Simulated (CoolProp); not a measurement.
Computed with CoolProp (reference Helmholtz-energy equation of state, Penoncello 2003).

### Question
Give the vapour pressure (MPa), liquid density (kg/m³), vapour density (kg/m³), enthalpy of vaporisation (kJ/kg) of saturated CHF3 (R23) at -20.05 °C.

### Answer
| T (°C) | p (MPa) | liquid density (kg/m³) | vapour density (kg/m³) | enthalpy of vaporisation (kJ/kg) |
|---|---|---|---|---|
| -20.05 | 1.39 | 1170 | 60.5 | 173 |
